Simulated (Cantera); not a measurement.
Input: 1 mol Fe, 1.7 mol Cl2, 0.041 mol H2, equilibrated at 773 K and 0.560 bar.

These are equilibrium values from Cantera (NASA tables, ideal gas, pure condensed phases), not measurements of a reactor. The numbers say what is thermodynamically allowed, not how fast it happens.

| species | before | after |
|---|---|---|
| FeCl2 | 1.37e-5 | 0.377 |
| Cl2 | 0.208 | 0.246 |
| FeCl3 | 0.0655 | 0.240 |
| Fe2Cl6 | 0.620 | 0.000143 |
| Cl | 2.98e-6 | 0.0843 |
| HCl | 0.107 | 0.0508 |
| Fe2Cl4 | 1.94e-7 | 0.00133 |
Gas species are given as mole fractions.

Question: Which change was made?
A) Cl2 from 1.7 to 0.088 mol
B) Cl2 from 1.7 to 0.37 mol
C) temperature from 773 K to 1625 K
D) temperature from 773 K to 750 K

Answer: C, temperature from 773 K to 1625 K
